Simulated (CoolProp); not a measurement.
Vapour-liquid equilibrium of CH2F2 (R32) (1) + R152A (2) at 222.2 K; x and y are mole fractions of (1).

Values from CoolProp's multi-fluid Helmholtz-energy mixture model, Tillner-Roth 1997 and Outcalt 1996; pair parameters Bell 2016.

**Question.** Give the bubble pressure and the first vapour's composition at x = 0.45, 0.55, 0.65. Is there an azeotrope?

**Answer.** x = 0.45: 0.06252 MPa, y = 0.762; x = 0.55: 0.07025 MPa, y = 0.824; x = 0.65: 0.07793 MPa, y = 0.875. No azeotrope shows between x = 0.05 and 0.95.

Pair parameters are fitted to limited data, so mixtures are less certain than the pure fluids.
